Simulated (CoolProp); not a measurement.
A single-stage vapour-compression cycle with propylene: evaporating at 283.15 K (dew point), condensing at 341.15 K (bubble point), superheat 8 K, subcooling 2 K, compressor efficiency 0.65, no pressure losses. Each further row changes one setting.

Values from CoolProp's reference Helmholtz-energy equation of state, Lemmon 2013.

```json
[
 {"case": "as stated", "cooling COP": "2.06", "pressure ratio": "3.81", "discharge temperature (K)": "375.0", "refrigerating effect (kJ/kg)": "216", "volumetric capacity (kJ/m³)": "3370"},
 {"case": "evaporating temperature 288.15 K", "cooling COP": "2.36", "pressure ratio": "3.32", "discharge temperature (K)": "372.2", "refrigerating effect (kJ/kg)": "220", "volumetric capacity (kJ/m³)": "3940"},
 {"case": "condensing temperature 336.15 K", "cooling COP": "2.40", "pressure ratio": "3.45", "discharge temperature (K)": "368.5", "refrigerating effect (kJ/kg)": "232", "volumetric capacity (kJ/m³)": "3630"},
 {"case": "subcooling 7 K", "cooling COP": "2.23", "pressure ratio": "3.81", "discharge temperature (K)": "375.0", "refrigerating effect (kJ/kg)": "233", "volumetric capacity (kJ/m³)": "3640"},
 {"case": "superheat 18 K", "cooling COP": "2.11", "pressure ratio": "3.81", "discharge temperature (K)": "385.2", "refrigerating effect (kJ/kg)": "233", "volumetric capacity (kJ/m³)": "3460"},
 {"case": "compressor efficiency 0.55", "cooling COP": "1.75", "pressure ratio": "3.81", "discharge temperature (K)": "383.2", "refrigerating effect (kJ/kg)": "216", "volumetric capacity (kJ/m³)": "3370"}
]
```
